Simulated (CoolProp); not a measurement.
A simple Rankine cycle with hexamethyldisiloxane (MM): condensing at 328.15 K, boiler at 1.59 MPa, turbine inlet 521.5 K, turbine efficiency 0.75, pump efficiency 0.8, no recuperator. Each further row changes one setting.

Computed with CoolProp (reference Helmholtz-energy equation of state, Thol 2016).

| case | thermal efficiency (%) | net work (kJ/kg) | heat in (kJ/kg) | turbine exit temperature (K) | volume ratio over the turbine |
|---|---|---|---|---|---|
| as stated | (withheld) | (withheld) | 526 | 465.3 | 106 |
| turbine inlet 541.5 K | (withheld) | 74.4 | 575 | 487.8 | 95.2 |
| condensing temperature 320.15 K | (withheld) | 75.4 | 542 | 462.3 | 147 |
| boiler pressure 1.11 MPa | (withheld) | (withheld) | (withheld) | (withheld) | 61.3 |
| turbine efficiency 0.65 | 11.4 | 60.1 | 526 | 470.3 | 107 |

Problem. What belongs in the gaps?

Solution. 
- as stated, thermal efficiency (%): 13.3
- as stated, net work (kJ/kg): 69.7
- turbine inlet 541.5 K, thermal efficiency (%): 12.9
- condensing temperature 320.15 K, thermal efficiency (%): 13.9
- boiler pressure 1.11 MPa, thermal efficiency (%): 12.4
- boiler pressure 1.11 MPa, net work (kJ/kg): 67.6
- boiler pressure 1.11 MPa, heat in (kJ/kg): 543
- boiler pressure 1.11 MPa, turbine exit temperature (K): 475.4
